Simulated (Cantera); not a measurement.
A closed system holds: 1 mol Si(CH3)4, 0.031 mol C3H8, 19 mol H2, at 0.100 bar.

These are equilibrium values from Cantera (NASA tables, ideal gas, pure condensed phases), not measurements of a reactor. Candidate condensed phases: C, C6H6, C7H8, C8H18, Si, SiC; 87 gas species. Equilibrium is a limit: real reactors are often held back by kinetics, nucleation or transport.

x: gas mole fraction; n: condensed amount in mol.

| T (K) | x H2 | x CH4 | x H | x C2H2 (acetylene) | x Si | x CH3 | x SiH2 | n C(graphite) | n SiC(s) |
|---|---|---|---|---|---|---|---|---|---|
| 1000 | 0.991 | ? | 7.14e-9 | 1.13e-9 | <1e-12 | 1.17e-9 | <1e-12 | 2.86 | 1.00 |
| 1075 | 0.996 | ? | 4.63e-8 | 7.49e-9 | <1e-12 | 3.75e-9 | <1e-12 | 2.98 | 1.00 |
| 1150 | 0.998 | ? | 2.36e-7 | 3.86e-8 | <1e-12 | 1.03e-8 | 5.08e-12 | 3.03 | 1.00 |
| 1225 | 0.999 | ? | 9.85e-7 | 1.62e-7 | <1e-12 | 2.48e-8 | 3.81e-11 | 3.06 | 1.00 |
| 1300 | 0.999 | ? | 3.50e-6 | 5.76e-7 | 1.28e-12 | 5.40e-8 | 2.26e-10 | 3.07 | 1.00 |
| 1375 | 0.999 | ? | 1.08e-5 | 1.78e-6 | 1.76e-11 | 1.07e-7 | 1.11e-9 | 3.08 | 1.00 |
| 1450 | 1.000 | ? | 2.99e-5 | 4.87e-6 | 1.83e-10 | 1.99e-7 | 4.58e-9 | 3.08 | 1.00 |
| 1525 | 1.000 | ? | 7.48e-5 | 1.21e-5 | 1.51e-9 | 3.46e-7 | 1.65e-8 | 3.09 | 1.000 |
| 1600 | 1.000 | ? | 0.000172 | 2.75e-5 | 1.02e-8 | 5.71e-7 | 5.26e-8 | 3.09 | 1.000 |
| 1675 | 0.999 | ? | 0.000367 | 5.80e-5 | 5.83e-8 | 8.99e-7 | 1.51e-7 | 3.09 | 1.000 |
| 1750 | 0.999 | ? | 0.000735 | 0.000115 | 2.86e-7 | 1.36e-6 | 3.96e-7 | 3.08 | 1.000 |
| 1825 | 0.998 | ? | 0.00139 | 0.000214 | 1.23e-6 | 1.99e-6 | 9.58e-7 | 3.08 | 1.000 |
| 1900 | 0.997 | ? | 0.00251 | 0.000381 | 4.68e-6 | 2.81e-6 | 2.16e-6 | 3.07 | 1.000 |

Problem. Some entries are withheld; supply them.

Solution. 
- 1000, x CH4: 0.00937
- 1075, x CH4: 0.00447
- 1150, x CH4: 0.00233
- 1225, x CH4: 0.00131
- 1300, x CH4: 0.000785
- 1375, x CH4: 0.000497
- 1450, x CH4: 0.000330
- 1525, x CH4: 0.000228
- 1600, x CH4: 0.000163
- 1675, x CH4: 0.000120
- 1750, x CH4: 9.11e-5
- 1825, x CH4: 7.07e-5
- 1900, x CH4: 5.59e-5
